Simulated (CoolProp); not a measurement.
Vapour pressure (MPa) of dodecamethylcyclohexasiloxane (D6): the reference equation beside estimates from Tc = 645.8 K, pc = 0.9614 MPa, ω = 0.736.

Computed with CoolProp (reference Helmholtz-energy equation of state, Colonna 2008). It is a short technical equation, of lower accuracy than the large ones.

| T (K) | reference | van der Waals | Peng-Robinson |
|---|---|---|---|
| 323.5 | 2.898e-5 | ___ | 3.987e-5 |
| 333.5 | 6.085e-5 | 0.03316 | 7.981e-5 |
| 343.5 | 0.0001208 | ___ | ___ |
| 353.5 | 0.0002279 | 0.04816 | ___ |
| 363.5 | 0.0004106 | ___ | ___ |
| 373.5 | 0.0007097 | 0.06736 | 0.0008180 |
| 383.5 | 0.001181 | 0.07870 | ___ |
| 393.5 | 0.001899 | 0.09127 | 0.002106 |
| 403.5 | 0.002958 | 0.1051 | ___ |
| 413.5 | 0.004478 | 0.1204 | 0.004837 |
| 423.5 | 0.006604 | 0.1370 | 0.007064 |
| 433.4 | 0.009475 | 0.1549 | 0.01005 |
| 443.4 | 0.01335 | 0.1745 | 0.01408 |

### Question
Complete the blanks.

### Answer

- 323.5, van der Waals: 0.02707
- 343.5, van der Waals: 0.04016
- 343.5, Peng-Robinson: 0.0001521
- 353.5, Peng-Robinson: 0.0002773
- 363.5, van der Waals: 0.05720
- 363.5, Peng-Robinson: 0.0004852
- 383.5, Peng-Robinson: 0.001333
- 403.5, Peng-Robinson: 0.003234

Absolute difference from the reference over all 13 rows, mean and median: van der Waals 19010.1 and 6563.8 %, Peng-Robinson 16.1 and 12.9 %.
